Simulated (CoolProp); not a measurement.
Vapour-liquid equilibrium of n-hexane (1) + o-xylene (2) at 141 kPa; x and y are mole fractions of (1).

Model: multi-fluid Helmholtz-energy mixture model, Thol 2019 and Zhou 2012; pair parameters Bell 2016, in CoolProp.

```tsv
x	bubble temperature (K)	y at the bubble point	dew temperature at overall composition x (K)	liquid density (mol/L)
0.05	419.9	0.262	428.6	7.183
0.15	403.4	0.569	424.7	7.252
0.25	391.5	0.727	420.4	7.279
0.35	382.6	0.817	415.7	7.279
0.45	375.7	0.873	410.5	7.260
0.55	370.2	0.911	404.6	7.228
0.65	365.5	0.939	397.7	7.187
0.75	361.4	0.961	389.4	7.137
0.85	357.8	0.978	378.7	7.082
0.95	354.4	0.993	363.5	7.022
```

No azeotrope shows between x = 0.05 and 0.95.

Pair parameters are fitted to limited data, so mixtures are less certain than the pure fluids.
